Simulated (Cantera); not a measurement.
## Low-pressure radical oxidation in H2/O2

An isothermal, constant-pressure homogeneous reactor starts with H2 : O2 = 0.17 : 1 (molar parts), at 1223 K and 9.00 Torr.

Detailed kinetics in Cantera: GRI-Mech 3.0 (53 species, 325 reactions). Radical loss at walls, strong at low pressure, is not modelled. The temperature is held fixed by assumption; the heat of reaction is taken as removed at once.

```json
[
 {"t (s)": "4.00e-6", "x H2": "0.145", "x O2": "0.855", "x H": "6.06e-10", "x H2O": "1.37e-12", "x HO2": "6.29e-10", "x O": "2.48e-11", "x H2O2": "<1e-12"},
 {"t (s)": "1.49e-5", "x H2": "0.145", "x O2": "0.855", "x H": "2.09e-9", "x H2O": "6.16e-11", "x HO2": "2.34e-9", "x O": "3.11e-10", "x H2O2": "<1e-12"},
 {"t (s)": "5.52e-5", "x H2": "0.145", "x O2": "0.855", "x H": "7.49e-9", "x H2O": "2.28e-9", "x HO2": "8.69e-9", "x O": "3.47e-9", "x H2O2": "3.09e-12"},
 {"t (s)": "0.000205", "x H2": "0.145", "x O2": "0.855", "x H": "7.00e-8", "x H2O": "9.57e-8", "x HO2": "3.24e-8", "x O": "5.78e-8", "x H2O2": "4.25e-11"},
 {"t (s)": "0.000761", "x H2": "0.145", "x O2": "0.855", "x H": "7.01e-5", "x H2O": "0.000132", "x HO2": "3.40e-7", "x O": "6.16e-5", "x H2O2": "8.10e-10"},
 {"t (s)": "0.00283", "x H2": "0.00532", "x O2": "0.765", "x H": "0.0397", "x H2O": "0.117", "x HO2": "6.10e-6", "x O": "0.0645", "x H2O2": "1.91e-7"},
 {"t (s)": "0.0105", "x H2": "0.00391", "x O2": "0.790", "x H": "0.0231", "x H2O": "0.131", "x HO2": "6.29e-6", "x O": "0.0447", "x H2O2": "2.19e-7"},
 {"t (s)": "0.0390", "x H2": "0.00124", "x O2": "0.828", "x H": "0.00367", "x H2O": "0.150", "x HO2": "5.26e-6", "x O": "0.0130", "x H2O2": "2.33e-7"},
 {"t (s)": "0.145", "x H2": "0.000115", "x O2": "0.842", "x H": "0.000101", "x H2O": "0.156", "x HO2": "1.75e-6", "x O": "0.00119", "x H2O2": "1.15e-7"},
 {"t (s)": "0.538", "x H2": "9.84e-6", "x O2": "0.843", "x H": "2.57e-6", "x H2O": "0.156", "x HO2": "2.70e-7", "x O": "0.000103", "x H2O2": "3.31e-8"},
 {"t (s)": "2.00", "x H2": "1.32e-6", "x O2": "0.843", "x H": "1.28e-7", "x H2O": "0.157", "x HO2": "4.73e-8", "x O": "1.39e-5", "x H2O2": "8.89e-9"}
]
```
x: mole fraction; the columns are a selection and need not sum to one.

Equilibrium at this temperature and pressure: H2 3.19e-8, O2 0.843, H 4.93e-10, H2O 0.157, HO2 2.03e-8, O 3.41e-7, H2O2 4.62e-10 (gas phase only).
